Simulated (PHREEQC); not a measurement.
Solution (25 °C): 0.021 mol KH2PO4, 0.18 mol H2SO4 and 9.4e-07 mol H4SiO4 per kg of water. It is in equilibrium with CO2 at log p = -2 (atm). Otherwise closed; pH follows from the charge balance.

Model: ion-association model, phreeqc.dat, run in PHREEQC.

Precipitation was switched off in this run.

Question: Predict the pH.

Answer: pH 0.82.

Question: In which forms is S present?

Answer: HSO4- 84 %, SO4-2 16 %, KSO4- 0.6 % of the S.
